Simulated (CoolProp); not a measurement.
n-heptane at 298.15 K and 0.207 MPa is throttled through a valve to 0.0579 MPa with no heat exchange. Each further row changes one setting.

Values from CoolProp's reference Helmholtz-energy equation of state, Span 2003. It is a short technical equation, of lower accuracy than the large ones.

| case | final density (kg/m³) |
|---|---|
| as stated | 680 |
| outlet pressure 0.0174 MPa | 679 |
| outlet pressure 0.0753 MPa | 680 |
